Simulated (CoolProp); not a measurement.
Vapour-liquid equilibrium of ethylene (1) + propane (2) at -56.65 °C; x and y are mole fractions of (1).

Values from CoolProp's multi-fluid Helmholtz-energy mixture model, Smukala 2000 and Lemmon 2009; pair parameters Bell 2016.

```csv
x,bubble pressure (MPa),y at the bubble point,dew pressure at overall composition x (MPa),liquid density (mol/L)
0.05,0.09313,0.472,0.05340,13.73
0.125,0.1567,0.704,0.05779,14.01
0.2,0.2197,0.802,0.06296,14.30
0.275,0.2816,0.856,0.06914,14.59
0.35,0.3419,0.890,0.07666,14.89
0.425,0.4007,0.914,0.08599,15.19
0.5,0.4580,0.932,0.09791,15.50
0.575,0.5142,0.946,0.1136,15.81
0.65,0.5700,0.958,0.1353,16.12
0.725,0.6259,0.968,0.1671,16.44
0.8,0.6829,0.977,0.2183,16.75
0.875,0.7420,0.986,0.3129,17.07
0.95,0.8045,0.994,0.5323,17.37
```

No azeotrope shows between x = 0.05 and 0.95.

The pair parameters rest on a limited set of measurements; away from them the model extrapolates. The gap from Raoult's law changes sign with composition, which may be real or a fault of the pair parameters; it wasn't checked against measurements.
